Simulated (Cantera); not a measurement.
Charge: 1 mol C2F6, 0.86 mol HCl, 12 mol H2, at 3227 °C and 13.0 mbar.

Method: chemical equilibrium by Gibbs-energy minimisation in Cantera with the NASA 1993 tables (ideal gas, pure condensed phases). Candidate condensed phases: C, C6H6, C7H8, C8H18; 118 gas species. The feed counts by its element totals alone. Rates play no part.

Base state: H 0.695, HF 0.136, F 0.0708, C 0.0333, Cl 0.0290, H2 0.0180, C3 0.00693, C2 0.00534 (mole fractions); condensed: gas only.

Q: What changes in the equilibrium state with this change: temperature from 3227 °C to 2025 °C?

A: 
```
species            before    after
----------------  -------  -------
H2                 0.0180    0.519
HF                  0.136    0.366
H                   0.695   0.0605
C                  0.0333  6.24e-7
F                  0.0708  5.04e-5
HCl               0.00113   0.0484
Cl                 0.0290  0.00407
C2                0.00534  1.10e-7
C4                1.17e-5    <1e-9
C(graphite), mol        0     1.93
```
